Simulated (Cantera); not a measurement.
A Cantera script and its output.

```python
import numpy as np
import cantera as ct

gas = ct.Solution("gri30.yaml")
gas.TPX = 800, 790000, {'CH4': 1, 'O2': 2.44, 'N2': 9.17}
inlet = ct.Reservoir(gas, clone=True)
gas.equilibrate("HP")  # start burning
reactor = ct.IdealGasConstPressureReactor(gas, energy="on", clone=False)
exhaust = ct.Reservoir(gas, clone=True)
tau = [0.41, 0.16, 0.06, 0.023, 0.0087, 0.0033, 0.0013, 0.00048, 0.00018, 7e-05, 2.7e-05, 1e-05][0]
for a, b in ((inlet, reactor), (reactor, exhaust)):
    ct.MassFlowController(a, b, mdot=lambda t: reactor.mass / tau)
net = ct.ReactorNet([reactor])
show = ['CH4', 'O2', 'H', 'H2O2', 'C2H4']

rows = []
print(f"{'tau/s':>10s}{'T/K':>9s}" + "".join(f"{s:>11s}" for s in show))
for tau in [0.41, 0.16, 0.06, 0.023, 0.0087, 0.0033, 0.0013, 0.00048, 0.00018, 7e-05, 2.7e-05, 1e-05]:
    net.initial_time = 0.0
    net.advance(30 * tau)
    before = gas.X
    net.advance(40 * tau)
    drift = np.max(np.abs(gas.X - before) / (gas.X + 1e-9))
    rows.append([gas.T, *gas[show].X, drift])
    print(f"{tau:10.3e}{gas.T:9.1f}" + "".join(f"{x:11.3e}" for x in gas[show].X))
```

Result:

```
     tau/s      T/K        CH4         O2          H       H2O2       C2H4
 4.100e-01   2375.3  7.898e-08  3.204e-02  1.585e-04  4.144e-07  8.946e-14
 1.600e-01   2375.9  2.013e-07  3.222e-02  1.595e-04  4.162e-07  5.803e-13
 6.000e-02   2377.1  5.300e-07  3.261e-02  1.620e-04  4.204e-07  4.012e-12
 2.300e-02   2378.9  1.352e-06  3.326e-02  1.672e-04  4.276e-07  2.592e-11
 8.700e-03   2380.2  3.450e-06  3.408e-02  1.781e-04  4.376e-07  1.665e-10
 3.300e-03   2378.6  8.633e-06  3.486e-02  2.018e-04  4.498e-07  1.009e-09
 1.300e-03   2371.1  2.013e-05  3.559e-02  2.552e-04  4.686e-07  5.110e-09
 4.800e-04   2351.8  4.665e-05  3.667e-02  3.933e-04  5.134e-07  2.349e-08
 1.800e-04   2315.7  1.005e-04  3.844e-02  7.032e-04  6.113e-07  8.360e-08
 7.000e-05   2260.3  2.098e-04  4.123e-02  1.278e-03  7.843e-07  2.564e-07
 2.700e-05   2179.4  4.776e-04  4.590e-02  2.160e-03  1.070e-06  8.927e-07
 1.000e-05   2041.7  1.635e-03  5.697e-02  2.735e-03  1.693e-06  7.301e-06
```

Cantera simulation using GRI-Mech 3.0 (53 species, 325 reactions); the numbers are that mechanism's predictions, not measurements.
